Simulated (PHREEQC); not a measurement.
A made-up water analysis in mg/L, 44 °C, pH 3.64, pe 12.3:

```json
[
 {"constituent": "Na", "mg/L": "6090"},
 {"constituent": "K", "mg/L": "2480"},
 {"constituent": "Ca", "mg/L": "172"},
 {"constituent": "Mg", "mg/L": "513"},
 {"constituent": "Cl", "mg/L": "5280"},
 {"constituent": "S(6) as SO4", "mg/L": "11200"},
 {"constituent": "Cu(2)", "mg/L": "33"},
 {"constituent": "Fe(3)", "mg/L": "12.6"}
]
```

Valence states are taken as typed.

Equilibrium calculation in PHREEQC: ion-association model, phreeqc.dat.

Question: The ionic strength comes out as 0.416 mol/kgw. What activity coefficients do Fe(OH)2+, Cu+2, CuCl+, Cl-, KSO4- get?

Answer: Fe(OH)2+ 0.70, Cu+2 0.25, CuCl+ 0.65, Cl- 0.65, KSO4- 0.70.

Precipitation was switched off in this run. Saturation is exceeded, for instance for Jarosite-K, Hematite (slow to form); the values hold only as long as no solid forms. Away from 25 °C the constants follow the database's enthalpies or fits; those with neither stay at their 25 °C values.
